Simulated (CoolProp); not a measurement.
R141b at 338.57 K and 0.546 MPa flows at 1.9 m/s in a round tube of 10 mm bore and 45 µm roughness, fully developed (64/Re and Nu = 3.66 if laminar; Colebrook and Gnielinski if turbulent). Each further row changes one setting.

Computed with CoolProp (reference Helmholtz-energy equation of state, Lemmon 2006). It is a short technical equation, of lower accuracy than the large ones.

```csv
case,Reynolds number,Darcy friction factor,pressure drop (Pa/m),heat-transfer coefficient (W/(m² K)),mass flow (kg/h)
as stated,82200,0.0306,6370,4560,619
velocity 3.8 m/s,164000,0.0300,25000,9050,1240
diameter 20 mm,164000,0.0252,2620,3970,2480
```

Viscosity comes from a separate model (Huber 2003), an estimate that may be off by 10 % or more. Thermal conductivity comes from a separate model (Huber 2003), an estimate that may be off by 10 % or more.
